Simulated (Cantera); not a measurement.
A freely propagating, adiabatic, planar premixed flame of 10.6 % CH₄, 15.2 % O₂, 57.1 % N₂, 17.0 % H₂O, unburnt at 550 K and 100000 Pa; mixture-averaged transport, grid criteria slope 0.08 and curve 0.16, no radiation.

Model: GRI-Mech 3.0 (53 species, 325 reactions), integrated in Cantera. Burning velocities carry a grid error of a few per cent, more on coarse grids.

x: mole fraction of selected species; z is measured from the peak of heat release.

```
z (mm)  T (K)  u (m/s)     x CH₄      x O₂  x H₂O   x CH₂CO      x CO    x HO₂
------  -----  -------  --------  --------  -----  --------  --------  -------
-4.10     551    0.210     0.106     0.151  0.170   1.71e-8   2.17e-5  5.90e-8
-2.74     561    0.215     0.104     0.150  0.170       [?]       [?]      [?]
-2.05     587    0.226     0.102     0.147  0.172   1.88e-6  0.000859  2.44e-6
-1.37     [?]    0.272       [?]     0.138  0.184       [?]       [?]      [?]
-0.684   1079    0.429    0.0634     0.100  0.226  0.000131    0.0187  4.72e-5
-0.342   1396    0.560    0.0366    0.0633  0.261  0.000297    0.0340  4.79e-5
0        1690    0.683    0.0120    0.0245  0.293  0.000255    0.0492  1.74e-5
0.342    1826    0.739   0.00330   0.00633  0.304   7.00e-5    0.0529  3.25e-6
0.684    1868    0.754   0.00150   0.00171  0.304   2.69e-5    0.0515  6.60e-7
1.37     1889    0.762  0.000829  0.000231  0.302   1.04e-5    0.0492  5.98e-8
2.74     1896    0.764  0.000613   1.73e-5  0.299   4.23e-6    0.0478    <1e-8
5.47     1897    0.764  0.000474   1.01e-6  0.298   2.05e-6    0.0475    <1e-8
10.9     1896    0.764  0.000292   2.80e-7  0.297   8.97e-7    0.0479    <1e-8
```

**Question.** Complete the blanks.

**Answer.** 
- -2.74, x CH₂CO: 3.54e-7
- -2.74, x CO: 0.000233
- -2.74, x HO₂: 6.36e-7
- -1.37, T (K): 699
- -1.37, x CH₄: 0.0930
- -1.37, x CH₂CO: 1.56e-5
- -1.37, x CO: 0.00410
- -1.37, x HO₂: 1.35e-5
